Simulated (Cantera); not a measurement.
Feed: 1 mol Si3N4, 3 mol H2O, 56 mol H2, held at 13.3 mbar.

Cantera equilibrium calculation (NASA polynomials, part measured and part estimated; ideal gas, pure solids and liquids). Candidate condensed phases: H2O, Si, SiO2, Si2N2O, Si3N4; 35 gas species. Kinetics and transport are ignored. All values below are at 2098 K.

Base state: H2 0.898, SiO 0.0462, N2 0.0309, H 0.0252, H2O 5.62e-5, Si 5.22e-5 (mole fractions); condensed: gas only.

Task: What changes in the equilibrium state with this change: H2O from 3 to 0.0017 mol?

Result: 
| species | before | after |
|---|---|---|
| H2 | 0.898 | 0.930 |
| N2 | 0.0309 | 0.0336 |
| H | 0.0252 | 0.0257 |
| SiO | 0.0462 | 2.86e-5 |
| Si | 5.22e-5 | 0.00980 |
| H2O | 5.62e-5 | <1e-9 |
| Si2N | 1.41e-9 | 5.20e-5 |
| Si2 | 3.61e-9 | 0.000127 |
| Si3 | <1e-9 | 2.60e-5 |
| SiN | 2.21e-7 | 4.32e-5 |
| Si(l), mol | 0 | 2.34 |
The tables' values for SiN are old estimates; treat these amounts as uncertain. Gases not in the tables: Si2H6 and higher silanes.

Task: What changes in the equilibrium state with this change: Si3N4 replaced by SiC?

Result: 
```tsv
species	before	after
H2	0.898	0.926
H	0.0252	0.0256
SiO	0.0462	0.0162
N2	0.0309	0
CO	0	0.0161
H2O	5.62e-5	0.0161
CO2	0	5.67e-5
Si	5.22e-5	6.60e-8
```
Further candidate phases: C, C6H6, C7H8, C8H18, SiC.
